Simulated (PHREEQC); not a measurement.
Dissolve 0.14 mol/kgw HF at 20 °C. Closed to the air; pH follows from the charge balance.

Model: ion-association model, wateq4f.dat, run in PHREEQC.

```
quantity         before     after
--------------  -------  --------
pH                 2.04      2.55
F- (mol/kgw)    0.00754   0.00285
HF2- (mol/kgw)  0.00233  0.000108
```

Task: Name the change that produced these shifts.
A) diluted 10-fold with water
B) HF replaced by CsF at the same molality
C) diluted 100-fold with water
D) temperature from 20 to 15 °C
E) temperature from 20 to 45 °C

Result: A, diluted 10-fold with water

Precipitation was switched off in this run. wateq4f.dat counts part of the HF as a dimer, H2F2, which phreeqc.dat doesn't know; its constant is uncertain.
